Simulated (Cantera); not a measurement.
Charge: 1 mol BN, 0.11 mol O₂, 14 mol N₂, 2.4 mol HF, equilibrated at 902 °C and 1.33 mbar.

Method: chemical equilibrium by Gibbs-energy minimisation in Cantera with the NASA 1993 tables (ideal gas, pure condensed phases). Candidate condensed phases: B, BN, B₂O₃, B₃O₃H₃, H₂O; 62 gas species. Rates play no part.

Base state: N₂ 0.870, H₂ 0.0694, BF₃ 0.0418, BOF 0.0127, HF 0.00567, B₃O₃F₃ 0.000176, BHF₂ 2.59e-5, H₂O 2.10e-5 (mole fractions); condensed: BN(s).

Problem. What changes in the equilibrium state with this change: pressure from 1.33 mbar to 0.133 bar?

Solution. 
| species | before | after |
|---|---|---|
| N₂ | 0.870 | 0.877 |
| H₂ | 0.0694 | 0.0696 |
| BF₃ | 0.0418 | 0.0423 |
| BOF | 0.0127 | 0.00164 |
| B₃O₃F₃ | 0.000176 | 0.00380 |
| H₂O | 2.10e-5 | 0.000273 |
| HBO₂ | 1.32e-5 | 2.19e-5 |
| BHF₂ | 2.59e-5 | 2.61e-5 |
| BN(s), mol | 0.0848 | 0.0877 |
